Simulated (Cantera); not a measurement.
## Thermal oxidation and active oxidation of silicon: Si + H2O + H2

Input: 1 mol Si, 0.16 mol H2O, 3.2 mol H2, equilibrated at 9.60 bar.

Method: chemical equilibrium by Gibbs-energy minimisation in Cantera with the NASA 1993 tables (ideal gas, pure condensed phases). Candidate condensed phases: H2O, Si, SiO2; 18 gas species. Each liquid is taken as pure. Mutual solubility and eutectic melting of coexisting phases are not modelled. The tables hold silica as quartz up to 1696 K and as liquid above; real silica turns to tridymite and cristobalite and melts near 1996 K. Gases not in the tables: Si2H6 and higher silanes. The numbers say what is thermodynamically allowed, not how fast it happens.

From 1523 K to 1673 K the condensed part is Si(s) + SiO2(β-quartz). From 1748 K to 1973 K the condensed part is Si(l) + SiO2(condensed). From 2048 K to 2123 K the condensed part is Si(l). The main Si-bearing gas is SiO throughout.

```json
[
 {"T (K)": "1523", "x H2": "1.000", "x SiO": "8.15e-5", "x H": "7.46e-6", "x H2O": "4.22e-6", "x SiH2": "2.00e-6", "n Si(s)": "0.920", "n SiO2(β-quartz)": "0.0799", "n Si(l)": "0", "n SiO2(condensed)": "0"},
 {"T (K)": "1598", "x H2": "1.000", "x SiO": "0.000287", "x H": "1.72e-5", "x H2O": "8.84e-6", "x SiH2": "4.89e-6", "n Si(s)": "0.919", "n SiO2(β-quartz)": "0.0795", "n Si(l)": "0", "n SiO2(condensed)": "0"},
 {"T (K)": "1673", "x H2": "0.999", "x SiO": "0.000900", "x H": "3.67e-5", "x H2O": "1.73e-5", "x SiH2": "1.10e-5", "n Si(s)": "0.918", "n SiO2(β-quartz)": "0.0785", "n Si(l)": "0", "n SiO2(condensed)": "0"},
 {"T (K)": "1748", "x H2": "0.997", "x SiO": "0.00238", "x H": "7.36e-5", "x H2O": "3.36e-5", "x SiH2": "2.05e-5", "n Si(s)": "0", "n SiO2(β-quartz)": "0", "n Si(l)": "0.916", "n SiO2(condensed)": "0.0759"},
 {"T (K)": "1823", "x H2": "0.994", "x SiO": "0.00568", "x H": "0.000139", "x H2O": "6.22e-5", "x SiH2": "3.49e-5", "n Si(s)": "0", "n SiO2(β-quartz)": "0", "n Si(l)": "0.910", "n SiO2(condensed)": "0.0703"},
 {"T (K)": "1898", "x H2": "0.987", "x SiO": "0.0126", "x H": "0.000251", "x H2O": "0.000109", "x SiH2": "5.68e-5", "n Si(s)": "0", "n SiO2(β-quartz)": "0", "n Si(l)": "0.898", "n SiO2(condensed)": "0.0584"},
 {"T (K)": "1973", "x H2": "0.973", "x SiO": "0.0262", "x H": "0.000430", "x H2O": "0.000182", "x SiH2": "8.84e-5", "n Si(s)": "0", "n SiO2(β-quartz)": "0", "n Si(l)": "0.875", "n SiO2(condensed)": "0.0344"},
 {"T (K)": "2048", "x H2": "0.954", "x SiO": "0.0452", "x H": "0.000706", "x H2O": "0.000253", "x SiH2": "0.000132", "n Si(s)": "0", "n SiO2(β-quartz)": "0", "n Si(l)": "0.840", "n SiO2(condensed)": "0"},
 {"T (K)": "2123", "x H2": "0.953", "x SiO": "0.0452", "x H": "0.00113", "x H2O": "0.000212", "x SiH2": "0.000196", "n Si(s)": "0", "n SiO2(β-quartz)": "0", "n Si(l)": "0.840", "n SiO2(condensed)": "0"}
]
```
x: gas mole fraction; n: condensed amount in mol.
